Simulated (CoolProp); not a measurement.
Properties of R152A along the isobar 0.101 MPa.

Computed with CoolProp (reference Helmholtz-energy equation of state, Outcalt 1996). It is a modified Benedict-Webb-Rubin equation, recast in Helmholtz form.

```tsv
T (°C)	phase	density (kg/m³)	cp (kJ/(kg K))	cv (kJ/(kg K))	isothermal compressibility (1/MPa)	expansivity (1/kK)	Prandtl number
70.75	gas	2.363	…	1.009	10.03	3.042	0.790
83.75	gas	2.273	…	1.037	10.01	2.915	0.786
96.75	gas	2.191	1.198	…	10.000	2.799	0.783
109.75	gas	2.114	1.226	1.095	9.988	2.693	0.782
122.75	gas	2.042	1.254	…	9.978	2.596	0.782
135.85	gas	1.975	1.282	…	9.969	2.506	0.783
148.85	gas	1.913	1.309	1.180	9.962	2.423	0.784
161.85	gas	1.855	1.337	1.207	9.955	2.345	0.786
174.85	gas	1.800	1.364	…	9.950	2.273	0.788
187.85	gas	1.748	1.390	1.261	9.945	2.205	0.790
200.85	gas	1.699	1.416	1.287	9.940	2.142	0.792
213.85	gas	1.653	1.441	1.313	9.936	2.082	…
226.85	gas	1.610	…	1.338	9.933	2.026	0.796
```

Question: What belongs in the gaps?

Answer: 
- 70.75, cp (kJ/(kg K)): 1.143
- 83.75, cp (kJ/(kg K)): 1.171
- 96.75, cv (kJ/(kg K)): 1.066
- 122.75, cv (kJ/(kg K)): 1.123
- 135.85, cv (kJ/(kg K)): 1.152
- 174.85, cv (kJ/(kg K)): 1.234
- 213.85, Prandtl number: 0.794
- 226.85, cp (kJ/(kg K)): 1.466

Viscosity comes from a separate model (Bell 2016), an estimate that may be off by 10 % or more. Thermal conductivity comes from a separate model (Krauss 1996).
